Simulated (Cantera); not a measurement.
Pb + NH3 + H2 (metals in furnace atmospheres)

Input: 1 mol Pb, 0.26 mol NH3, a varied amount of H2, held at 20000 Pa.

Method: chemical equilibrium by Gibbs-energy minimisation in Cantera with the NASA 1993 tables (ideal gas, pure condensed phases). Candidate condensed phases: Pb; 11 gas species. Kinetics and transport are ignored.

**Question.** Map the stable condensed phases over T = 700, 800, 900, 1000, 1100, 1200, 1300, 1400, 1500, 1600, 1700, 1800, 1900, 2000 K and n(H2) in mol = 2.9, 10, 18, 25, 33, 40, 48.

**Answer.** 
```
T in K \ n(H2) in mol
         2.9  10  18  25  33  40  48
   2000    A   A   A   A   A   A   A
   1900    A   A   A   A   A   A   A
   1800    A   A   A   A   A   A   A
   1700    A   A   A   A   A   A   A
   1600    A   A   A   A   A   A   A
   1500    B   A   A   A   A   A   A
   1400    B   B   B   A   A   A   A
   1300    B   B   B   B   B   B   B
   1200    B   B   B   B   B   B   B
   1100    B   B   B   B   B   B   B
   1000    B   B   B   B   B   B   B
    900    B   B   B   B   B   B   B
    800    B   B   B   B   B   B   B
    700    B   B   B   B   B   B   B
```
A: gas only; B: Pb.
